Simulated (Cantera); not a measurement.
An isothermal, constant-pressure homogeneous reactor starts with 63.7 % N₂O, 36.3 % O₂, at 1475 K and 13300 Pa.

Model: GRI-Mech 3.0 (53 species, 325 reactions), integrated in Cantera. GRI-Mech 3.0 was tuned for natural gas; its chemistry of N2O as a main component is partial and can be far from experiment. The temperature is held fixed by assumption; the heat of reaction is taken as removed at once.

One state of this run: x N₂O = 0.0168; x O₂ = 0.460; x NO₂ = 0.000152; x NO = 0.106; x O = 2.83e-5. x: mole fraction; the columns are a selection and need not sum to one.

**Question.** Which value of t (s) does it belong to?
A. 2.59
B. 0.173
C. 0.669
D. 0.000773

**Answer.** C, 0.669
